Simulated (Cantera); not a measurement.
A perfectly stirred reactor is fed with 2.06 % CH₄, 97.9 % H₂, at 7.50 Torr; it is held at 2050 K, and followed from long to short residence time.

Model: GRI-Mech 3.0 (53 species, 325 reactions), integrated in Cantera. GRI-Mech 3.0 stops at C3 and has no aromatics, soot or wall deposition, so with more carbon than oxygen in the feed, carbon stays in small species such as C2H2 where larger ones or solid carbon would form. Radical loss at walls, strong at low pressure, is not modelled.

Question: Predict: x(CH₄) at τ = 11.0 s; x(H₂) at τ = 11.0 s; x(C₂H₄) at τ = 11.0 s; x(CH₂) at τ = 11.0 s; x(CH₄) at τ = 0.260 s; x(H₂) at τ = 0.260 s; x(C₂H₆) at τ = 0.260 s; x(C₂H₄) at τ = 0.260 s; x(CH₂) at τ = 0.260 s.

Answer: 
```
Quantity                  Result
----------------------  --------
x(CH₄) at τ = 11.0 s    0.000232
x(H₂) at τ = 11.0 s        0.971
x(C₂H₄) at τ = 11.0 s    6.26e-7
x(CH₂) at τ = 11.0 s     2.36e-6
x(CH₄) at τ = 0.260 s    0.00353
x(H₂) at τ = 0.260 s       0.978
x(C₂H₆) at τ = 0.260 s   8.81e-8
x(C₂H₄) at τ = 0.260 s   7.27e-6
x(CH₂) at τ = 0.260 s    8.71e-6
```
